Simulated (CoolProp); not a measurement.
Computed with CoolProp (reference Helmholtz-energy equation of state, Schroeder 2014).

**Question.** Give the vapour pressure (MPa), enthalpy of vaporisation (kJ/kg), vapour viscosity (µPa s) of saturated ethanol at 390.6, 399.8 K.

**Answer.** 
```tsv
T (K)	p (MPa)	enthalpy of vaporisation (kJ/kg)	vapour viscosity (µPa s)
390.6	0.395	774	11.5
399.8	0.521	752	11.8
```

Viscosity comes from a separate model (Kiselev 2005).
